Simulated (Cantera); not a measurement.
A closed system holds: 1 mol Si3N4, 2 mol CO2, 28 mol H2, held at 100 Torr.

These are equilibrium values from Cantera (NASA tables, ideal gas, pure condensed phases), not measurements of a reactor. Candidate condensed phases: C, C6H6, C7H8, C8H18, H2O, Si, SiC, SiO2, Si2N2O, Si3N4; 151 gas species. Kinetics and transport are ignored. All values below are at 700 °C.

Base state: H2 0.939, N2 0.0460, CH4 0.0151, CO 0.000287, H2O 2.23e-5, NH3 1.82e-5 (mole fractions); condensed: C(graphite) + SiO2(β-quartz) + Si2N2O(s).

Task: What changes in the equilibrium state with this change: CO2 from 2 to 2.6 mol?

Result: 
| species | before | after |
|---|---|---|
| H2 | 0.939 | 0.926 |
| N2 | 0.0460 | 0.0590 |
| CH4 | 0.0151 | 0.0147 |
| NH3 | 1.82e-5 | 2.02e-5 |
| CO | 0.000287 | 0.000312 |
| H2O | 2.23e-5 | 2.39e-5 |
| C(graphite), mol | 1.56 | 2.16 |
| SiO2(β-quartz), mol | 1.66 | 2.46 |
| Si2N2O(s), mol | 0.670 | 0.270 |

Task: What changes in the equilibrium state with this change: pressure from 100 Torr to 1.65 Torr?

Result: 
```csv
species,before,after
H2,0.939,0.951
N2,0.0460,0.0439
CO,0.000287,0.00436
CH4,0.0151,0.000256
NH3,1.82e-5,2.99e-7
H2O,2.23e-5,5.68e-6
"C(graphite), mol",1.56,1.86
"SiO2(β-quartz), mol",1.66,1.58
"Si2N2O(s), mol",0.670,0.709
```
